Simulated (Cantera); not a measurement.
A Cantera script and what it prints.

```python
import numpy as np
import cantera as ct

gas_names = [...]  # 110 gases of nasa_gas.yaml made of C, H, O
cond_names = """
    C(gr) C6H6(L) C7H8(L) C8H18(L),n-octa H2O(s) H2O(L)
""".split()


# ... load() reads the species with a 1 bar reference pressure and builds the phases ...
atoms = {
    'acetone': {'C': 3, 'H': 6, 'O': 1},
    'CO2': {'C': 1, 'O': 2},
}
top_T = {'C(gr)': 4500}  # K; cautious upper limits of use, not melting points


# ... equilibrate(T, P, feed) seeds the gas with the atoms and calls Mixture.equilibrate('TP', solver="vcs", rtol=1e-11, max_steps=5000) ...
results = []
feed = {'acetone': 1, 'CO2': 0.057}  # mol
P = 68000  # Pa
for T in [1198, 1273, 1348, 1423, 1498, 1573, 1648, 1723]:
    mix = equilibrate(T, P, feed)
    results.append((T, P, feed, dict(zip(mix.species_names, mix.species_moles))))

top = {s: max(r[3][s] / sum(r[3][g] for g in gas_names) for r in results) for s in gas_names}
cols = sorted((s for s in top if top[s] > 1e-05), key=lambda s: -top[s])[:9]
seen = [c for c in cond_names if any(r[3].get(c, 0) > 1e-12 for r in results)]
print("log10 of partial pressures in bar; condensed amounts in mol")
print(f"{'T/K':>10s}" + "".join(f"{s[:9]:>10s}" for s in cols + seen))
for T, P, feed, n in results:
    ng = sum(n[g] for g in gas_names)
    print(f"{T:10.4g}" + "".join(f"{np.log10(max(n[s] / ng * P / 1e5, 1e-99)):10.3f}" for s in cols)
          + "".join(f"{n.get(c, 0):10.4g}" for c in seen))
```

It prints:

```
log10 of partial pressures in bar; condensed amounts in mol
       T/K        H2        CO       CH4       H2O       CO2         H C2H2,acet     C(gr)
      1198    -0.309    -0.739    -2.413    -2.624    -3.190    -6.876    -7.314     1.938
      1273    -0.307    -0.736    -2.642    -2.968    -3.616    -6.300    -6.737     1.937
      1348    -0.306    -0.735    -2.847    -3.276    -3.996    -5.789    -6.226     1.938
      1423    -0.306    -0.735    -3.031    -3.551    -4.336    -5.331    -5.770     1.939
      1498    -0.305    -0.735    -3.197    -3.799    -4.640    -4.918    -5.360      1.94
      1573    -0.305    -0.735    -3.347    -4.023    -4.914    -4.543    -4.990     1.941
      1648    -0.305    -0.735    -3.483    -4.226    -5.162    -4.203    -4.654     1.941
      1723    -0.305    -0.735    -3.607    -4.411    -5.387    -3.892    -4.348     1.941
```

Equilibrium computed with Cantera from the NASA thermochemical tables; the gas is ideal and each condensed phase is pure. The feed counts by its element totals alone.
